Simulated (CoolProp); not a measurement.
Vapour-liquid equilibrium of R125 (1) + dimethyl ether (2) at 187.7 K; x and y are mole fractions of (1).

Computed with CoolProp (multi-fluid Helmholtz-energy mixture model, Lemmon 2005 and Wu 2011; pair parameters Bell 2016).

```tsv
x	bubble pressure (MPa)	y at the bubble point	dew pressure at overall composition x (MPa)	liquid density (mol/L)
0.05	0.002678	[?]	0.002645	17.45
0.2	0.003031	[?]	0.002826	16.82
0.35	0.003634	[?]	0.003067	16.22
0.5	0.004624	0.776	[?]	15.63
0.65	0.006093	[?]	0.003917	15.04
0.8	0.007958	0.970	0.004814	14.46
0.95	[?]	[?]	0.007171	13.87
```

Q: Some entries are withheld; supply them.

A: 
- 0.05, y at the bubble point: 0.081
- 0.2, y at the bubble point: 0.331
- 0.35, y at the bubble point: 0.576
- 0.5, dew pressure at overall composition x (MPa): 0.003405
- 0.65, y at the bubble point: 0.905
- 0.95, bubble pressure (MPa): 0.009851
- 0.95, y at the bubble point: 0.996

No azeotrope shows between x = 0.05 and 0.95.

Pair parameters are fitted to limited data, so mixtures are less certain than the pure fluids.
